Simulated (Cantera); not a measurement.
Input: 1 mol CH3SiCl3, 0.044 mol C3H8, 500 mol H2, at 10000 Pa.

Cantera equilibrium calculation (NASA polynomials, part measured and part estimated; ideal gas, pure solids and liquids). Candidate condensed phases: C, C6H6, C7H8, C8H18, Si, SiC; 109 gas species. The feed counts by its element totals alone. Gases not in the tables: Si2H6 and higher silanes. The numbers say what is thermodynamically allowed, not how fast it happens.

Q: At 2050 K, list the 6 most abundant gas species with their mole fractions, and the condensed phases.

A: H2 0.987, H 0.00713, HCl 0.00588, C2H2 (acetylene) 0.000209, Si 0.000114, Cl 3.14e-5. Condensed: SiC(s).
